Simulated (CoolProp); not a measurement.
A simple Rankine cycle with n-perfluorobutane: condensing at 313.15 K, boiler at 1.43 MPa, turbine inlet 449 K, turbine efficiency 0.6, pump efficiency 0.8, no recuperator. Each further row changes one setting.

The numbers come from the reference Helmholtz-energy equation of state, Gao 2022 in CoolProp.

| case | thermal efficiency (%) | net work (kJ/kg) | heat in (kJ/kg) | turbine exit temperature (K) | volume ratio over the turbine |
|---|---|---|---|---|---|
| as stated | 4.6 | 9.46 | 206 | 432.8 | 3.59 |
| condensing temperature 305.15 K | 5.3 | 11.4 | 215 | 430.2 | 4.55 |
| boiler pressure 1 MPa | 3.4 | 7.01 | 208 | 438.2 | 2.44 |
| turbine efficiency 0.5 | 3.8 | 7.74 | 206 | 434.5 | 3.60 |
